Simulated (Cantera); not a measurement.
Charge: 1 mol Si3N4, 0.016 mol C, 0.059 mol H2, held at 1573 K and 100 Pa.

Equilibrium computed with Cantera from the NASA thermochemical tables; the gas is ideal and each condensed phase is pure. Candidate condensed phases: C, C6H6, C7H8, C8H18, Si, SiC, Si3N4; 105 gas species. Mutual solubility and eutectic melting of coexisting phases are not modelled. The numbers say what is thermodynamically allowed, not how fast it happens.

Base state: H2 0.813, N2 0.186, H 0.00116, Si 5.50e-5 (mole fractions); condensed: Si(s) + SiC(s) + Si3N4(s).

Question: What changes in the equilibrium state with this change: temperature from 1573 K to 2748.15 K?

Answer: 
```csv
species,before,after
Si,5.50e-5,0.583
N2,0.186,0.390
H,0.00116,0.0228
H2,0.813,0.000112
SiC2,<1e-9,0.000830
CN,<1e-9,0.000711
C,<1e-9,0.000198
N,<1e-9,4.68e-5
SiC,<1e-9,4.49e-5
"Si(s), mol",0.00427,0
"SiC(s), mol",0.0160,0
"Si3N4(s), mol",0.993,0
```
The tables' values for SiN are old estimates; treat these amounts as uncertain.

Question: What changes in the equilibrium state with this change: pressure from 100 Pa to 730000 Pa?

Answer: 
```tsv
species	before	after
H2	0.813	0.960
N2	0.186	0.0273
CH4	1.16e-8	0.0123
Si	5.50e-5	<1e-9
C2H4	<1e-9	1.97e-5
C2H2 (acetylene)	1.53e-9	1.98e-5
NH3	1.59e-8	5.69e-5
Si(s), mol	0.00427	0
SiC(s), mol	0.0160	0.00247
Si3N4(s), mol	0.993	0.999
C(graphite), mol	0	0.0128
```
